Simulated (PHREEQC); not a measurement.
Dissolve 0.052 mol/kgw HF, 7.2e-05 mol/kgw H2SiF6, 0.011 mol/kgw H3AsO4 and 0.99 mol/kgw HCl at 25 °C. Closed to the air; pH follows from the charge balance.

The numbers come from PHREEQC with the ion-association model, wateq4f.dat.

The pH is 0.13 and the ionic strength comes out as 0.990 mol/kgw. The activity of water is 0.965. The total alkalinity is -1050 meq/kg.

```csv
species,molality,activity,log γ
H+,0.990,0.736,-0.129
Cl-,0.990,0.594,-0.222
HF,0.0409,0.0514,0.099
H3AsO4,0.0109,0.0137,0.099
H2F2,0.00548,0.00689,0.099
H2AsO4-,0.000118,9.30e-5,-0.103
F-,8.03e-5,4.65e-5,-0.237
SiF6-2,7.20e-5,1.22e-5,-0.771
HF2-,1.58e-5,9.18e-6,-0.237
H4SiO4,1.86e-9,2.34e-9,0.099
```

Precipitation was switched off in this run. Caution: at this ionic strength the ion-association model is outside its range; a Pitzer model would be the better tool where its parameters exist. wateq4f.dat counts part of the HF as a dimer, H2F2, which phreeqc.dat doesn't know; its constant is uncertain. SiF6-2 is the database's only silicon fluoride.
